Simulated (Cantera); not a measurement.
# Adiabatic ignition

An adiabatic, constant-pressure homogeneous reactor starts with 3.16 % CO, 0.443 % H2, 3.48 % CH4, 17.0 % O2, 63.6 % N2, 12.3 % CO2, equivalence ratio 0.52, at 1598 K and 10.9 atm.

Model: GRI-Mech 3.0 (53 species, 325 reactions), integrated in Cantera.

```json
[
 {"t (s)": "5.00e-6", "T (K)": "1598", "x CO": "0.0316", "x H2": "0.00443", "x CH4": "0.0348", "x NO": "<1e-12", "x C2H2": "6.63e-12"},
 {"t (s)": "1.06e-5", "T (K)": "1598", "x CO": "0.0316", "x H2": "0.00442", "x CH4": "0.0346", "x NO": "2.26e-12", "x C2H2": "4.83e-10"},
 {"t (s)": "2.25e-5", "T (K)": "1604", "x CO": "0.0316", "x H2": "0.00439", "x CH4": "0.0334", "x NO": "2.68e-11", "x C2H2": "1.01e-7"},
 {"t (s)": "4.78e-5", "T (K)": "2142", "x CO": "0.0430", "x H2": "0.00176", "x CH4": "1.43e-10", "x NO": "5.53e-6", "x C2H2": "7.66e-12"},
 {"t (s)": "0.000101", "T (K)": "2452", "x CO": "0.00605", "x H2": "0.000377", "x CH4": "<1e-12", "x NO": "0.000124", "x C2H2": "<1e-12"},
 {"t (s)": "0.000215", "T (K)": "2455", "x CO": "0.00563", "x H2": "0.000359", "x CH4": "<1e-12", "x NO": "0.000316", "x C2H2": "<1e-12"},
 {"t (s)": "0.000457", "T (K)": "2454", "x CO": "0.00562", "x H2": "0.000359", "x CH4": "<1e-12", "x NO": "0.000713", "x C2H2": "<1e-12"},
 {"t (s)": "0.000971", "T (K)": "2453", "x CO": "0.00559", "x H2": "0.000357", "x CH4": "<1e-12", "x NO": "0.00152", "x C2H2": "<1e-12"},
 {"t (s)": "0.00206", "T (K)": "2450", "x CO": "0.00554", "x H2": "0.000354", "x CH4": "<1e-12", "x NO": "0.00308", "x C2H2": "<1e-12"},
 {"t (s)": "0.00437", "T (K)": "2445", "x CO": "0.00545", "x H2": "0.000349", "x CH4": "<1e-12", "x NO": "0.00570", "x C2H2": "<1e-12"},
 {"t (s)": "0.00928", "T (K)": "2440", "x CO": "0.00534", "x H2": "0.000343", "x CH4": "<1e-12", "x NO": "0.00889", "x C2H2": "<1e-12"},
 {"t (s)": "0.0197", "T (K)": "2436", "x CO": "0.00527", "x H2": "0.000340", "x CH4": "<1e-12", "x NO": "0.0109", "x C2H2": "<1e-12"},
 {"t (s)": "0.0418", "T (K)": "2436", "x CO": "0.00526", "x H2": "0.000339", "x CH4": "<1e-12", "x NO": "0.0113", "x C2H2": "<1e-12"},
 {"t (s)": "0.0888", "T (K)": "2436", "x CO": "0.00526", "x H2": "0.000339", "x CH4": "<1e-12", "x NO": "0.0113", "x C2H2": "<1e-12"},
 {"t (s)": "0.188", "T (K)": "2436", "x CO": "0.00526", "x H2": "0.000339", "x CH4": "<1e-12", "x NO": "0.0113", "x C2H2": "<1e-12"},
 {"t (s)": "0.400", "T (K)": "2436", "x CO": "0.00526", "x H2": "0.000339", "x CH4": "<1e-12", "x NO": "0.0113", "x C2H2": "<1e-12"}
]
```
x: mole fraction; the columns are a selection and need not sum to one.

```
Item                                                                   Value
---------------------------------  -----------------------------------------
time of steepest temperature rise                                    45.5 µs
temperature at 0.400 s                                                2436 K
equilibrium temperature                                               2436 K
x(CO) at 0.400 s                     0.00526 (gas-phase equilibrium 0.00526)
x(H2) at 0.400 s                   0.000339 (gas-phase equilibrium 0.000339)
x(CH4) at 0.400 s                      <1e-12 (gas-phase equilibrium <1e-12)
```
